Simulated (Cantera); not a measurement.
Input: 1 mol Si3N4, 0.055 mol Si, 1.9 mol N2, held at 2325 K and 3.00 mbar.

Cantera equilibrium calculation (NASA polynomials, part measured and part estimated; ideal gas, pure solids and liquids). Candidate condensed phases: Si, Si3N4; 7 gas species. The tables' values for SiN are old estimates; treat these amounts as uncertain. Kinetics and transport are ignored.

### Question
What is the equilibrium state?

### Answer
| Item | Result |
|---|---|
| x(N2) | 0.600 |
| x(Si) | 0.387 |
| x(Si2) | 0.00780 |
| x(Si2N) | 0.00220 |
| x(SiN) | 0.00220 |
| x(Si3) | 0.00144 |
| n(Si(l)) | 0.378 mol |
| gas amount | 6.479 mol |
